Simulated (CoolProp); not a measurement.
Vapour-liquid equilibrium of cyclohexane (1) + n-nonane (2) at 455 K; x and y are mole fractions of (1).

Computed with CoolProp (multi-fluid Helmholtz-energy mixture model, Zhou 2014 and Lemmon 2006; pair parameters Bell 2016).

Task: Give the bubble pressure and the first vapour's composition at x = 0.35, 0.5, 0.95. Is there an azeotrope?

Result: x = 0.35: 0.4575 MPa, y = 0.656; x = 0.5: 0.5674 MPa, y = 0.777; x = 0.95: 0.9511 MPa, y = 0.986. No azeotrope shows between x = 0.05 and 0.95.

The pair parameters rest on a limited set of measurements; away from them the model extrapolates.
